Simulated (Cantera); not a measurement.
An isothermal, constant-pressure homogeneous reactor starts with 8.33 % NO, 91.7 % N₂, at 2098 K and 0.128 atm.

Computed with Cantera and GRI-Mech 3.0 (53 species, 325 reactions).

Q: Predict: x(NO) at 5.00 s; x(NO₂) at 5.00 s; x(O) at 5.00 s; x(N₂) at 5.00 s; x(O₂) at 5.00 s; x(N₂O) at 5.00 s.

A: 
```json
{
  "x(NO) at 5.00 s": "0.0181 (gas-phase equilibrium 0.00471)",
  "x(NO₂) at 5.00 s": "3.78e-6 (gas-phase equilibrium 1.08e-6)",
  "x(O) at 5.00 s": "0.000691 (gas-phase equilibrium 0.000755)",
  "x(N₂) at 5.00 s": "0.949 (gas-phase equilibrium 0.956)",
  "x(O₂) at 5.00 s": "0.0322 (gas-phase equilibrium 0.0389)",
  "x(N₂O) at 5.00 s": "2.26e-7 (gas-phase equilibrium 1.05e-7)"
}
```
